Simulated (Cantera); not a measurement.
Premixed flame

A freely propagating, adiabatic, planar premixed flame of CH4 : O2 : N2 = 1 : 2.38 : 8.95 (molar parts), equivalence ratio 0.84, unburnt at 300 K and 500000 Pa; mixture-averaged transport, grid criteria slope 0.08 and curve 0.16, no radiation.

Computed with Cantera and GRI-Mech 3.0 (53 species, 325 reactions). Burning velocities carry a grid error of a few per cent, more on coarse grids.

```tsv
z (mm)	T (K)	u (m/s)	x CH4	x O2	x HO2	x NO	x H2	x CH2O
-0.549	300	0.147	0.0811	0.193	<1e-8	<1e-8	0.000285	5.09e-8
-0.366	304	0.149	0.0808	0.193	1.53e-7	<1e-8	0.000871	1.33e-6
-0.275	322	0.158	0.0797	0.191	1.01e-6	<1e-8	0.00162	1.13e-5
-0.183	446	0.220	0.0728	0.182	1.19e-5	6.64e-8	0.00300	0.000136
-0.0915	942	0.469	0.0462	0.140	0.000104	1.59e-6	0.00473	0.000912
-0.0457	1353	0.675	0.0233	0.100	0.000164	4.61e-6	0.00551	0.00110
0	1743	0.869	0.00339	0.0579	0.000103	8.37e-6	0.00500	0.000345
0.0457	1897	0.941	5.53e-5	0.0403	2.46e-5	1.21e-5	0.00286	1.19e-5
0.0915	1960	0.968	6.24e-7	0.0358	1.41e-5	1.43e-5	0.00198	1.61e-7
0.183	2017	0.993	<1e-8	0.0330	6.78e-6	1.68e-5	0.00112	<1e-8
0.366	2050	1.01	<1e-8	0.0316	2.97e-6	1.91e-5	0.000478	<1e-8
0.732	2062	1.01	<1e-8	0.0312	1.83e-6	2.14e-5	0.000234	<1e-8
1.46	2064	1.01	<1e-8	0.0312	1.66e-6	2.50e-5	0.000192	<1e-8
```
x: mole fraction of selected species; z is measured from the peak of heat release.

| Quantity | Result |
|---|---|
| laminar burning velocity | 14.7 cm/s |
| thermal thickness | 0.183 mm |
| peak x(HO2) | 0.000170 |
| peak x(H2) | 0.00564 |
| peak x(CH2O) | 0.00116 |
| grid points | 139 |
